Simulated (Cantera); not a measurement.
A perfectly stirred reactor is fed with H2 : O2 = 0.44 : 1 (molar parts), at 15.8 Torr; it is held at 1275 K, and followed from long to short residence time.

Detailed kinetics in Cantera: the H2/O2 subset of GRI-Mech 3.0, which has no nitrogen chemistry. Radical loss at walls, strong at low pressure, is not modelled. The temperature is held fixed by assumption; the heat of reaction is taken as removed at once.

x: mole fraction; the columns are a selection and need not sum to one.

```csv
τ (s),x H2,x O2,x H,x O,x H2O,x HO2,x H2O2
4.1,0.000289,0.638,8.57e-5,0.000725,0.359,3.48e-6,…
1.3,0.000615,0.637,0.000272,0.00157,0.358,5.87e-6,…
0.39,0.00134,0.635,0.000906,0.00348,0.355,9.13e-6,…
0.12,0.00285,0.631,0.00290,0.00753,0.350,1.25e-5,…
0.037,0.00587,0.622,0.00900,0.0159,0.339,1.51e-5,8.71e-7
0.011,0.0117,0.604,0.0265,0.0321,0.314,1.61e-5,9.09e-7
0.0035,0.0200,0.579,0.0590,0.0538,0.273,1.51e-5,…
0.0011,0.0321,0.561,0.0921,0.0685,0.229,1.35e-5,…
```

Question: What belongs in the gaps?

Answer: 
- 4.1, x H2O2: 2.67e-7
- 1.3, x H2O2: 3.89e-7
- 0.39, x H2O2: 5.51e-7
- 0.12, x H2O2: 7.27e-7
- 0.0035, x H2O2: 8.18e-7
- 0.0011, x H2O2: 7.38e-7
